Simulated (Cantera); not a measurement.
An isothermal, constant-pressure homogeneous reactor starts with 2.00 % CH4, 98.0 % N2, at 1800 K and 0.000970 bar.

Model: GRI-Mech 3.0 (53 species, 325 reactions), integrated in Cantera. GRI-Mech 3.0 stops at C3 and has no aromatics, soot or wall deposition, so with more carbon than oxygen in the feed, carbon stays in small species such as C2H2 where larger ones or solid carbon would form. Radical loss at walls, strong at low pressure, is not modelled.

Task: Predict: x(CH4) at 100 s; x(C2H) at 100 s; x(CH2) at 100 s; x(H) at 100 s.

Result: 
* **x(CH4) at 100 s**: 1.47e-6 (gas-phase equilibrium 7.95e-9)
* **x(C2H) at 100 s**: 1.68e-6 (gas-phase equilibrium 5.29e-7)
* **x(CH2) at 100 s**: 1.28e-8 (gas-phase equilibrium 8.51e-10)
* **x(H) at 100 s**: 0.000574 (gas-phase equilibrium 0.00195)
